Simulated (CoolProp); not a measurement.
R142b along the isobar 175 bar: Z from the reference equation and from simpler models built on Tc = 410.3 K, pc = 40.55 bar, ω = 0.232; each cubic takes its own stable root.

Computed with CoolProp (reference Helmholtz-energy equation of state, Lemmon 2006). It is a short technical equation, of lower accuracy than the large ones.

| T (K) | phase | reference |
|---|---|---|
| 400.7 | liquid | 0.5663 |
| 406 | liquid | 0.5671 |
| 411.3 | supercritical | 0.5682 |
| 416.7 | supercritical | 0.5697 |
| 422 | supercritical | 0.5715 |
| 427.3 | supercritical | 0.5737 |
| 432.7 | supercritical | 0.5763 |
| 438 | supercritical | 0.5793 |
| 443.3 | supercritical | 0.5826 |
| 448.7 | supercritical | 0.5865 |
| 454 | supercritical | 0.5907 |
| 459.3 | supercritical | 0.5953 |
| 464.7 | supercritical | 0.6004 |
| 470 | supercritical | 0.6058 |

How far does each simpler model (van der Waals, Redlich-Kwong) lie from the reference over these 14 states: mean and median of the absolute difference, and the worst?


- van der Waals: mean 35.3 %, median 35.6 %, worst +42.4 % at 400.7 K and 175 bar
- Redlich-Kwong: mean 9.8 %, median 9.9 %, worst +10.8 % at 400.7 K and 175 bar
